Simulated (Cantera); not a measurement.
Feed: 1 mol TEOS, 0.17 mol N2O, 1.1 mol CO2, held at 900 K and 0.0975 Torr.

Equilibrium computed with Cantera from the NASA thermochemical tables; the gas is ideal and each condensed phase is pure. Candidate condensed phases: C, C6H6, C7H8, C8H18, H2O, Si, SiC, SiO2, Si2N2O, Si3N4; 151 gas species. The feed counts by its element totals alone. Equilibrium is a limit: real reactors are often held back by kinetics, nucleation or transport.

Task: What is the equilibrium state?

Result: 
| Quantity | Value |
|---|---|
| x(H2) | 0.688 |
| x(CO) | 0.300 |
| x(N2) | 0.0117 |
| x(CO2) | 6.55e-5 |
| x(H2O) | 6.52e-5 |
| x(CH4) | 1.92e-5 |
| n(C(graphite)) | 4.73 mol |
| n(SiO2(β-quartz)) | 1.00 mol |
| gas amount | 14.54 mol |
| log10 activity of Si(s) (absent) | -12.36 |
